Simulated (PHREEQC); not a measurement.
A column of 0.1 m (40 cells, dispersivity 0.0035 m, 300 s a shift, diffusion coefficient 3e-10 m²/s) holds 0.0032 eq of the database's cation exchanger X per kg of pore water, first in equilibrium with 43 mmol/kgw NaCl, 0.53 mmol/kgw (NH4)2SO4 and 0.01 mmol/kgw HCl. It is flushed with 0.0012 mol/kgw MgSO4, 0.001 mol/kgw NaCl and 1e-05 mol/kgw HCl, at 40 °C. Values are for the last cell. No CO2 enters from the air. Nothing may precipitate in this run.

The series has 33 steps of pore volumes, from 0 to 4.013.

The numbers come from PHREEQC with the ion-association model, phreeqc.dat.

Q: After how many pore volumes does Mg at the outlet first reach half of its feed value?

A: By 2.4 pore volumes.

Away from 25 °C the constants follow the database's enthalpies or fits; those with neither stay at their 25 °C values.
